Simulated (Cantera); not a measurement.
Cantera run, input and output.

```python
import numpy as np
import cantera as ct

gas = ct.Solution("gri30.yaml")
gas.TPX = 1725, 500000, {'CH4': 1, 'O2': 1.43, 'N2': 5.37, 'H2O': 0.19}
reactor = ct.IdealGasConstPressureReactor(gas, energy="on", clone=False)
net = ct.ReactorNet([reactor])
net.rtol, net.atol = 1e-08, 1e-16
show = ['CH4', 'O2', 'H2O', 'C2H', 'H2O2', 'C2H6']
times = np.geomspace(3e-06, 3, 13)

steps = ct.SolutionArray(gas, extra=["t"])
rows = []
print(f"{'t/s':>10s}{'T/K':>9s}{'P/Pa':>11s}" + "".join(f"{s:>11s}" for s in show))
for t in times:
    while net.time < t:
        t_next = net.step()
        steps.append(gas.state, t=t_next)
    rows.append([np.interp(t, steps.t, y) for y in (steps.T, steps.P, *steps(*show).X.T)])
    print(f"{t:10.3e}{rows[-1][0]:9.1f}{rows[-1][1]:11.4g}" + "".join(f"{x:11.3e}" for x in rows[-1][2:]))
rate = np.gradient(steps.T, steps.t)
print("integrator steps:", len(steps.t))
if steps.T.max() > steps.T[0] + 200:
    print(f"time of steepest temperature rise: {steps.t[rate.argmax()]:.4e} s")
gas.TPX = 1725, 500000, {'CH4': 1, 'O2': 1.43, 'N2': 5.37, 'H2O': 0.19}
gas.equilibrate("HP")
print(f"equilibrium (HP): T = {gas.T:.1f} K  " + "  ".join(f"{s} {gas[s].X[0]:.3e}" for s in show))
```

Output:

```
       t/s      T/K       P/Pa        CH4         O2        H2O        C2H       H2O2       C2H6
 3.000e-06   1724.7      5e+05  1.250e-01  1.789e-01  2.381e-02  3.812e-17  4.114e-07  6.667e-07
 9.487e-06   1724.6      5e+05  1.245e-01  1.787e-01  2.405e-02  2.689e-14  7.971e-07  3.184e-05
 3.000e-05   1739.7      5e+05  1.185e-01  1.754e-01  2.773e-02  5.251e-11  3.831e-06  8.762e-04
 9.487e-05   2925.8      5e+05  1.441e-12  2.468e-03  1.795e-01  1.548e-16  3.088e-07  1.982e-24
 3.000e-04   2921.4      5e+05  1.627e-12  2.193e-03  1.792e-01  1.643e-16  2.879e-07  2.406e-24
 9.487e-04   2917.7      5e+05  1.684e-12  2.101e-03  1.789e-01  1.654e-16  2.797e-07  2.554e-24
 3.000e-03   2917.6      5e+05  1.685e-12  2.100e-03  1.789e-01  1.654e-16  2.796e-07  2.556e-24
 9.487e-03   2917.6      5e+05  1.685e-12  2.100e-03  1.789e-01  1.654e-16  2.796e-07  2.556e-24
 3.000e-02   2917.6      5e+05  1.685e-12  2.100e-03  1.789e-01  1.654e-16  2.796e-07  2.556e-24
 9.487e-02   2917.6      5e+05  1.685e-12  2.100e-03  1.789e-01  1.654e-16  2.796e-07  2.556e-24
 3.000e-01   2917.6      5e+05  1.685e-12  2.100e-03  1.789e-01  1.654e-16  2.796e-07  2.556e-24
 9.487e-01   2917.6      5e+05  1.685e-12  2.100e-03  1.789e-01  1.654e-16  2.796e-07  2.556e-24
 3.000e+00   2917.6      5e+05  1.685e-12  2.100e-03  1.789e-01  1.654e-16  2.796e-07  2.556e-24
integrator steps: 1760
time of steepest temperature rise: 5.5034e-05 s
equilibrium (HP): T = 2917.6 K  CH4 1.995e-12  O2 2.100e-03  H2O 1.789e-01  C2H 1.767e-16  H2O2 2.796e-07  C2H6 3.439e-24
```

Model: GRI-Mech 3.0 (53 species, 325 reactions), integrated in Cantera.
